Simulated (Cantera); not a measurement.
A perfectly stirred reactor is fed with CH₄ : H₂O : H₂ = 1 : 0.38 : 0.11 (molar parts), at 3450 Torr; it is held at 1575 K, and followed from long to short residence time.

Model: GRI-Mech 3.0 (53 species, 325 reactions), integrated in Cantera. GRI-Mech 3.0 stops at C3 and has no aromatics, soot or wall deposition, so with more carbon than oxygen in the feed, carbon stays in small species such as C2H2 where larger ones or solid carbon would form.

Q: What does this change do: CH4 1 to 0.77 parts?

A: 
| quantity | before | after |
|---|---|---|
| x(CH₄) at τ = 8.10 s | 0.186 | 0.168 |
| x(H₂O) at τ = 8.10 s | 0.0575 | 0.0772 |
| x(H₂) at τ = 8.10 s | 0.575 | 0.577 |
| x(CO₂) at τ = 8.10 s | 0.00353 | 0.00514 |
| x(CO) at τ = 8.10 s | 0.103 | 0.112 |
| x(CH₄) at τ = 0.190 s | 0.252 | 0.235 |
| x(H₂O) at τ = 0.190 s | 0.179 | 0.216 |
| x(H₂) at τ = 0.190 s | 0.434 | 0.423 |
| x(CO₂) at τ = 0.190 s | 0.00128 | 0.00177 |
| x(CO) at τ = 0.190 s | 0.0120 | 0.0134 |

Q: What does this change do: pressure from 3450 Torr to 720 Torr?

A: 
```csv
quantity,before,after
x(CH₄) at τ = 8.10 s,0.186,0.0814
x(H₂O) at τ = 8.10 s,0.0575,0.0636
x(H₂) at τ = 8.10 s,0.575,0.651
x(CO₂) at τ = 8.10 s,0.00353,0.00279
x(CO) at τ = 8.10 s,0.103,0.0841
x(CH₄) at τ = 0.190 s,0.252,0.278
x(H₂O) at τ = 0.190 s,0.179,0.189
x(H₂) at τ = 0.190 s,0.434,0.411
x(CO₂) at τ = 0.190 s,0.00128,0.000442
x(CO) at τ = 0.190 s,0.0120,0.00538
```
